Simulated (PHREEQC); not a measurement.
Synthetic water in mg/kgw, 20 °C, pH 7.96:

```tsv
constituent	mg/kgw
Na	1920
K	50.8
Ca	347
Mg	101
Cl	3520
S(6) as SO4	528
Alkalinity as HCO3	16.9
Si as SiO2	1.18
```

Valence states are taken as typed.

Equilibrium calculation in PHREEQC: Pitzer model, pitzer.dat.

**Question.** The ionic strength comes out as 0.129 mol/kgw. What activity coefficients do K+, SO4-2, Cl-, Ca+2, CO3-2 get?

**Answer.** K+ 0.76, SO4-2 0.25, Cl- 0.75, Ca+2 0.33, CO3-2 0.27. Single-ion values are on the MacInnes scale.

No solid was allowed to form. Complexes and solids missing from the database can't appear.
